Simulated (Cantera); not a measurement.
Input (Python, Cantera) and output of one run.

```python
import numpy as np
import cantera as ct

gas_names = """
    CL CL2 H HCL H2 Si SiCL SiCL2 SiCL3 SiCL4 SiH SiHCL3 SiH2 SiH2CL2 SiH3 SiH3CL SiH4 Si2 Si3
""".split()
cond_names = """
    Si(cr) Si(L)
""".split()


# ... load() reads the species with a 1 bar reference pressure and builds the phases ...
atoms = {
    'Si2Cl6': {'Si': 2, 'CL': 6},
    'Cl2': {'CL': 2},
    'H2': {'H': 2},
}
top_T = {}  # K; cautious upper limits of use, not melting points


# ... equilibrate(T, P, feed) seeds the gas with the atoms and calls Mixture.equilibrate('TP', solver="vcs", rtol=1e-11, max_steps=5000) ...
results = []
T = 1550  # K
P = 140  # Pa
for m in [11, 24, 36, 48, 61, 73, 85, 98, 110, 120, 140, 150]:
    feed = {'Si2Cl6': 1, 'Cl2': 0.1, 'H2': m}  # mol
    mix = equilibrate(T, P, feed)
    results.append((T, P, feed, dict(zip(mix.species_names, mix.species_moles))))

top = {s: max(r[3][s] / sum(r[3][g] for g in gas_names) for r in results) for s in gas_names}
cols = sorted((s for s in top if top[s] > 1e-05), key=lambda s: -top[s])[:6]
seen = [c for c in cond_names if any(r[3].get(c, 0) > 1e-12 for r in results)]
print("log10 of partial pressures in bar; condensed amounts in mol")
print(f"{'n(H2)':>10s}" + "".join(f"{s[:9]:>10s}" for s in cols + seen))
for T, P, feed, n in results:
    ng = sum(n[g] for g in gas_names)
    print(f"{feed['H2']:10.4g}" + "".join(f"{np.log10(max(n[s] / ng * P / 1e5, 1e-99)):10.3f}" for s in cols)
          + "".join(f"{n.get(c, 0):10.4g}" for c in seen))
```

Result:

```
log10 of partial pressures in bar; condensed amounts in mol
     n(H2)        H2       HCL     SiCL2     SiCL3         H        CL    Si(cr)
        11    -3.011    -3.631    -3.729    -5.593    -6.007    -6.725   0.09086
        24    -2.937    -3.786    -4.113    -6.169    -5.970    -6.917    0.4909
        36    -2.912    -3.888    -4.340    -6.511    -5.958    -7.031    0.7125
        48    -2.900    -3.968    -4.513    -6.769    -5.952    -7.117    0.8694
        61    -2.891    -4.039    -4.663    -6.995    -5.947    -7.193     0.997
        73    -2.886    -4.094    -4.780    -7.170    -5.945    -7.251     1.089
        85    -2.882    -4.143    -4.881    -7.322    -5.943    -7.302     1.165
        98    -2.878    -4.190    -4.978    -7.468    -5.941    -7.350     1.233
       110    -2.876    -4.229    -5.058    -7.588    -5.940    -7.390     1.286
       120    -2.874    -4.258    -5.120    -7.680    -5.939    -7.421     1.325
       140    -2.872    -4.312    -5.230    -7.845    -5.938    -7.476      1.39
       150    -2.871    -4.337    -5.280    -7.920    -5.937    -7.501     1.418
```

Cantera equilibrium calculation (NASA polynomials, part measured and part estimated; ideal gas, pure solids and liquids). The feed counts by its element totals alone. The tables' values for SiCl3, SiCl are old estimates; treat these amounts as uncertain.
